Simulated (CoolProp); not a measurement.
The fluid at 293.15 K and 0.994 MPa flows at 3.2 m/s in a round tube of 12.7 mm bore and 1.5 µm roughness, fully developed (64/Re and Nu = 3.66 if laminar; Colebrook and Gnielinski if turbulent). The same conditions are run with several fluids, on thermodynamics alone (safety and materials aside).

The numbers come from the reference Helmholtz-energy equation of state of each fluid (CF4 (R14): Platzer 1990; sulfur hexafluoride: Guder 2009; ethane: Bücker 2006; oxygen: Schmidt 1985) in CoolProp. The equations of Platzer and Polt are older, rougher fits.

| fluid | Reynolds number | Darcy friction factor | pressure drop (Pa/m) | heat-transfer coefficient (W/(m² K)) | mass flow (kg/h) |
|---|---|---|---|---|---|
| CF4 (R14) | 86800 | 0.0191 | 288 | 222 | 54.5 |
| sulfur hexafluoride | 182000 | 0.0168 | 463 | ? | 99.9 |
| ethane | 57500 | 0.0207 | 112 | 221 | 19.5 |
| oxygen | ? | ? | 130 | 134 | 19.2 |

**Question.** Complete the blanks.

**Answer.** 
- sulfur hexafluoride, heat-transfer coefficient (W/(m² K)): 354
- oxygen, Reynolds number: 26100
- oxygen, Darcy friction factor: 0.0246

Transport values come from each fluid's own correlations; those of CF4 (R14) are estimates that may be off by 10 % or more.
